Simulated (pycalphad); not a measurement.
Phase fractions of Fe-83.4Al-6.6Si-3.3Mn (at.%)

All values are pycalphad results on the COST 507 light-alloy database (1999) (1 atm), not direct measurements. These are 1990s assessments: newer ones move some temperatures and phases. Not assessed as a whole: an extrapolation from subsystems, which can miss ternary compounds. Phase fractions are per mole of atoms.

```tsv
T (K)	liquid	AL13FE4	ALMNSI_ALPHA	ALFESI_ALPHA	fcc	ALFESI_BETA	AL6MN
1200	1.000	-	-	-	-	-	-
1100	0.837	0.163	-	-	-	-	-
1000	0.681	0.255	0.064	-	-	-	-
900	0.507	0.069	0.170	0.254	-	-	-
800	-	-	0.189	0.235	0.427	0.149	-
700	-	-	0.121	-	0.344	0.344	0.191
600	-	-	0.123	-	0.344	0.346	0.186
500	-	-	0.126	-	0.345	0.348	0.182
```

Database names, with the compositions (at.%) that they take in these runs: AL13FE4: Al 76 Fe 21 Mn 2; ALMNSI_ALPHA: Al 70-72 Mn 17 Si 11; ALFESI_ALPHA: Al 72 Fe 19 Si 8; ALFESI_BETA: Al 70 Fe 15 Si 15; AL6MN: Al 86 Fe 8 Mn 6.
